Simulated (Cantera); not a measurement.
Standard-state values (1 bar) from the NASA 1993 polynomials, evaluated with Cantera. Values are per mole of reaction as written; species without (g) are pure solids or liquids, kept so even where they would boil at 1 bar.

H₂O₂(g) + 2 H(g) + CuF₂ ⇌ Cu(OH)₂ + 2 HF(g)

```tsv
T (K)	ΔH° (kJ)	ΔS° (J/K)	ΔG° (kJ)	log10 K	condensed phases
800	(withheld)	(withheld)	(withheld)	(withheld)	CuF₂(s), Cu(OH)₂(s)
850	(withheld)	(withheld)	(withheld)	(withheld)	CuF₂(s), Cu(OH)₂(s)
900	-761.2	-92.9	-677.6	39.33	CuF₂(s), Cu(OH)₂(s)
950	-761.9	-93.6	-673.0	37.00	CuF₂(s), Cu(OH)₂(s)
1000	-762.6	-94.3	-668.3	34.91	CuF₂(s), Cu(OH)₂(s)
1050	-763.3	-95.0	-663.6	33.01	CuF₂(s), Cu(OH)₂(s)
1100	-764.1	-95.7	-658.8	31.28	CuF₂(s), Cu(OH)₂(s)
1150	(withheld)	(withheld)	(withheld)	(withheld)	CuF₂(l), Cu(OH)₂(s)
```

Complete the blanks.


- 800, ΔH° (kJ): -760.0
- 800, ΔS° (J/K): -91.4
- 800, ΔG° (kJ): -686.9
- 800, log10 K: 44.85
- 850, ΔH° (kJ): -760.6
- 850, ΔS° (J/K): -92.1
- 850, ΔG° (kJ): -682.3
- 850, log10 K: 41.93
- 1150, ΔH° (kJ): -820.4
- 1150, ΔS° (J/K): -146.5
- 1150, ΔG° (kJ): -651.9
- 1150, log10 K: 29.61
